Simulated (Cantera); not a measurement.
Low-pressure radical oxidation in H2/O2

An isothermal, constant-pressure homogeneous reactor starts with 0.351 % H₂, 36.9 % O₂, 62.7 % N₂, equivalence ratio 0.0047, at 1100 K and 20.0 Torr.

Computed with Cantera and the H2/O2 subset of GRI-Mech 3.0, which has no nitrogen chemistry. Radical loss at walls, strong at low pressure, is not modelled.

| t (s) | x H₂ | x O₂ | x H | x O | x H₂O |
|---|---|---|---|---|---|
| 0.000200 | 0.00351 | 0.369 | 2.81e-11 | 3.64e-11 | 4.69e-12 |
| 0.000693 | 0.00351 | 0.369 | 6.10e-11 | 2.45e-10 | 1.01e-10 |
| 0.00240 | 0.00351 | 0.369 | 3.94e-10 | 2.86e-9 | 2.57e-9 |
| 0.00833 | 0.00350 | 0.369 | 1.28e-7 | 1.02e-6 | 1.17e-6 |
| 0.0289 | 3.99e-5 | 0.366 | 0.000164 | 0.00224 | 0.00327 |
| 0.100 | 6.78e-6 | 0.367 | 4.07e-5 | 0.00106 | 0.00342 |
| 0.347 | 1.44e-6 | 0.368 | 4.13e-6 | 0.000230 | 0.00348 |
| 1.20 | 1.75e-7 | 0.368 | 1.90e-7 | 2.95e-5 | 0.00350 |
| 4.16 | 1.97e-8 | 0.368 | 7.82e-9 | 3.49e-6 | 0.00351 |
| 14.4 | 2.78e-9 | 0.368 | 4.47e-10 | 5.18e-7 | 0.00351 |
| 50.0 | 5.23e-10 | 0.368 | 3.84e-11 | 1.01e-7 | 0.00351 |
x: mole fraction; the columns are a selection and need not sum to one.

Equilibrium at this temperature and pressure: H₂ 4.70e-11, O₂ 0.368, H 1.09e-12, O 9.33e-9, H₂O 0.00351 (gas phase only).
